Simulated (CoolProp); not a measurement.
Vapour-liquid equilibrium of R134a (1) + R124 (2) at 255.5 K; x and y are mole fractions of (1).

Values from CoolProp's multi-fluid Helmholtz-energy mixture model, Tillner-Roth 1994 and de Vries 1995; pair parameters Bell 2016.

```
x     bubble pressure (MPa)  y at the bubble point  dew pressure at overall composition x (MPa)  liquid density (mol/L)
----  ---------------------  ---------------------  -------------------------------------------  ----------------------
0.05                0.08397                  0.100                                      0.08160                   11.01
0.2                 0.09687                  0.335                                      0.08909                   11.30
0.35                 0.1084                  0.508                                      0.09779                   11.61
0.5                  0.1188                  0.645                                       0.1079                   11.94
0.65                 0.1281                  0.760                                       0.1192                   12.30
0.8                  0.1366                  0.864                                       0.1314                   12.68
0.95                 0.1443                  0.966                                       0.1432                   13.10
```

No azeotrope shows between x = 0.05 and 0.95.

The pair parameters rest on a limited set of measurements; away from them the model extrapolates.
